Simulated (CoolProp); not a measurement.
Properties of diethyl ether along the isobar 8710 kPa (Tc = 467.9 K, pc = 3717 kPa, ω = 0.282).

Model: reference Helmholtz-energy equation of state, Thol 2014, in CoolProp.

```json
[
 {"T (K)": "327.4", "phase": "liquid", "density (kg/m³)": "687.2", "cv (kJ/(kg K))": "1.823", "expansivity (1/kK)": "1.645"},
 {"T (K)": "344.3", "phase": "liquid", "density (kg/m³)": "667.7", "cv (kJ/(kg K))": "1.858", "expansivity (1/kK)": "1.764"},
 {"T (K)": "361.2", "phase": "liquid", "density (kg/m³)": "647.4", "cv (kJ/(kg K))": "___", "expansivity (1/kK)": "1.904"},
 {"T (K)": "378", "phase": "liquid", "density (kg/m³)": "626.1", "cv (kJ/(kg K))": "1.936", "expansivity (1/kK)": "2.071"},
 {"T (K)": "394.9", "phase": "liquid", "density (kg/m³)": "603.6", "cv (kJ/(kg K))": "1.978", "expansivity (1/kK)": "2.276"},
 {"T (K)": "411.8", "phase": "liquid", "density (kg/m³)": "579.6", "cv (kJ/(kg K))": "2.022", "expansivity (1/kK)": "___"},
 {"T (K)": "428.7", "phase": "liquid", "density (kg/m³)": "553.8", "cv (kJ/(kg K))": "2.069", "expansivity (1/kK)": "2.869"},
 {"T (K)": "445.5", "phase": "liquid", "density (kg/m³)": "525.9", "cv (kJ/(kg K))": "2.117", "expansivity (1/kK)": "3.316"},
 {"T (K)": "462.4", "phase": "liquid", "density (kg/m³)": "494.7", "cv (kJ/(kg K))": "2.167", "expansivity (1/kK)": "3.947"},
 {"T (K)": "479.3", "phase": "supercritical", "density (kg/m³)": "459.4", "cv (kJ/(kg K))": "2.219", "expansivity (1/kK)": "4.871"},
 {"T (K)": "496.2", "phase": "supercritical", "density (kg/m³)": "418.6", "cv (kJ/(kg K))": "2.272", "expansivity (1/kK)": "6.233"},
 {"T (K)": "513", "phase": "supercritical", "density (kg/m³)": "371.5", "cv (kJ/(kg K))": "2.323", "expansivity (1/kK)": "7.998"},
 {"T (K)": "529.9", "phase": "supercritical", "density (kg/m³)": "___", "cv (kJ/(kg K))": "2.364", "expansivity (1/kK)": "9.339"}
]
```

Task: Complete the blanks.

Result: 
- 361.2, cv (kJ/(kg K)): 1.896
- 411.8, expansivity (1/kK): 2.534
- 529.9, density (kg/m³): 320.3
